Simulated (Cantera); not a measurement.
## Hydrocarbon pyrolysis for carbon deposition

An isothermal, constant-pressure homogeneous reactor starts with 3.98 % C2H6, 95.5 % N2, 0.557 % H2O, at 1150 K and 1.70 bar.

Detailed kinetics in Cantera: GRI-Mech 3.0 (53 species, 325 reactions). GRI-Mech 3.0 stops at C3 and has no aromatics, soot or wall deposition, so with more carbon than oxygen in the feed, carbon stays in small species such as C2H2 where larger ones or solid carbon would form.

| t (s) | x C2H6 | x CH3 | x HCN | x CH4 | x C2H2 | x H2 | x CH2 |
|---|---|---|---|---|---|---|---|
| 2.00e-5 | 0.0398 | 3.81e-7 | <1e-12 | 3.76e-8 | <1e-12 | 1.70e-8 | <1e-12 |
| 7.43e-5 | 0.0398 | 1.11e-6 | <1e-12 | 4.40e-7 | <1e-12 | 7.75e-7 | <1e-12 |
| 0.000276 | 0.0397 | 2.06e-6 | <1e-12 | 3.72e-6 | 1.05e-9 | 2.57e-5 | 5.07e-12 |
| 0.00102 | 0.0393 | 3.94e-6 | <1e-12 | 2.62e-5 | 2.66e-7 | 0.000389 | 2.52e-11 |
| 0.00381 | 0.0372 | 4.35e-6 | <1e-12 | 0.000149 | 9.72e-6 | 0.00232 | 3.13e-11 |
| 0.0141 | 0.0299 | 3.67e-6 | 1.41e-12 | 0.000610 | 0.000137 | 0.00900 | 2.61e-11 |
| 0.0525 | 0.0128 | 2.05e-6 | 2.14e-12 | 0.00199 | 0.00112 | 0.0250 | 1.27e-11 |
| 0.195 | 0.00166 | 6.20e-7 | 2.45e-12 | 0.00354 | 0.00403 | 0.0371 | 1.88e-12 |
| 0.725 | 0.000543 | 3.70e-7 | 2.58e-12 | 0.00447 | 0.00766 | 0.0407 | <1e-12 |
| 2.69 | 0.000460 | 4.26e-7 | 2.87e-12 | 0.00640 | 0.0110 | 0.0422 | <1e-12 |
| 10.0 | 0.000374 | 5.25e-7 | 3.64e-12 | 0.0106 | 0.0116 | 0.0387 | <1e-12 |
x: mole fraction; the columns are a selection and need not sum to one.

Equilibrium at this temperature and pressure: C2H6 3.78e-5, CH3 2.80e-7, HCN 0.0183, CH4 0.0390, C2H2 0.00337, H2 0.0224, CH2 <1e-12 (gas phase only).
